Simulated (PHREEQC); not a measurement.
Brine: an equilibrium model

Consider water at 20 °C with 7.9 mol/kgw NaOH, 0.0083 mol/kgw K2SO4 and 0.14 mol/kgw KBr. Closed to the air; pH follows from the charge balance.

Model: Pitzer model, pitzer.dat, run in PHREEQC.

```yaml
pH: 15.77
ionic_strength: 8.06 mol/kgw
activity_of_water: 0.603
density: 1.240 g/cm³
osmotic_coefficient: 1.741
total_alkalinity: 7900 meq/kg
```

```
species  molality  activity   log γ
-------  --------  --------  ------
OH-          7.90      24.2   0.487
Na+          7.90      11.5   0.162
K+          0.157     0.384   0.389
Br-         0.140    0.0469  -0.475
SO4-2     0.00830   9.51e-5  -1.941
```

Precipitation was switched off in this run. In brines, pH and single-ion activities rest on the MacInnes convention.
